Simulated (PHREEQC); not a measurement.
## Acid mine or pickling water: speciation

Synthetic water in mmol/kgw, 25 °C, pH 3.71, pe 9.6:

```json
[
 {"constituent": "Na", "mmol/kgw": "0.958"},
 {"constituent": "K", "mmol/kgw": "0.286"},
 {"constituent": "Ca", "mmol/kgw": "2.27"},
 {"constituent": "Mg", "mmol/kgw": "0.162"},
 {"constituent": "Cl", "mmol/kgw": "2.04"},
 {"constituent": "S(6)", "mmol/kgw": "2.32"},
 {"constituent": "O(0) (counted as O atoms)", "mmol/kgw": "0.26"},
 {"constituent": "Fe(3)", "mmol/kgw": "0.0632"}
]
```

Valence states are taken as typed.

The numbers come from PHREEQC with the ion-association model, wateq4f.dat.

Each row changes one thing in this solution. Precipitation was switched off in this run.

| case | ionic strength (mol/kgw) | Ca+2 (mol/kgw) | SO4-2 (mol/kgw) | CaSO4 (mol/kgw) | Mg+2 (mol/kgw) | Fe(OH)2+ (mol/kgw) | SI of Gypsum (CaSO4:2H2O) | SI of Jarosite-K (KFe3(SO4)2(OH)6) |
|---|---|---|---|---|---|---|---|---|
| as made | 0.00981 | 0.00194 | 0.00192 | 0.000333 | 0.000135 | 3.02e-5 | -1.20 | +3.15 |
| all concentrations times 3 at the same typed pH | 0.0266 | 0.00522 | 0.00508 | 0.00158 | 0.000357 | 7.39e-5 | -0.52 | +5.37 |
| temperature from 25 to 60 °C at the same typed pH | 0.00943 | 0.00188 | 0.00181 | 0.000392 | 0.000115 | 4.96e-5 | -1.18 | +2.18 |

Some of these states are supersaturated (in Jarosite-K, Hematite (slow to form), Jarosite-Na, for instance). Constants without temperature data keep their 25 °C values here.
